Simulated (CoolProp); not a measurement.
C2F6 (R116) along the isotherm 144.65 °C: Z from the reference equation and from simpler models built on Tc = 19.9 °C, pc = 3.048 MPa, ω = 0.257; each cubic takes its own stable root.

Model: reference Helmholtz-energy equation of state, Lemmon 2006, in CoolProp. It is a short technical equation, of lower accuracy than the large ones.

```json
[
 {"p (MPa)": "1.39", "phase": "gas", "reference": "0.9602"},
 {"p (MPa)": "2.77", "phase": "gas", "reference": "0.9230"},
 {"p (MPa)": "4.16", "phase": "supercritical", "reference": "0.8886"},
 {"p (MPa)": "5.54", "phase": "supercritical", "reference": "0.8591"},
 {"p (MPa)": "6.93", "phase": "supercritical", "reference": "0.8355"},
 {"p (MPa)": "8.31", "phase": "supercritical", "reference": "0.8194"},
 {"p (MPa)": "9.7", "phase": "supercritical", "reference": "0.8115"},
 {"p (MPa)": "11.1", "phase": "supercritical", "reference": "0.8122"},
 {"p (MPa)": "12.5", "phase": "supercritical", "reference": "0.8208"},
 {"p (MPa)": "13.9", "phase": "supercritical", "reference": "0.8360"},
 {"p (MPa)": "15.2", "phase": "supercritical", "reference": "0.8548"}
]
```

Question: How far does each simpler model (van der Waals, Redlich-Kwong, Peng-Robinson) lie from the reference over these 11 states: mean and median of the absolute difference, and the worst?

Answer: 
- van der Waals: mean 7.3 %, median 7.0 %, worst -13.3 % at 144.65 °C and 8.31 MPa
- Redlich-Kwong: mean 5.4 %, median 5.7 %, worst -7.2 % at 144.65 °C and 8.31 MPa
- Peng-Robinson: mean 1.0 %, median 1.0 %, worst -1.8 % at 144.65 °C and 4.16 MPa
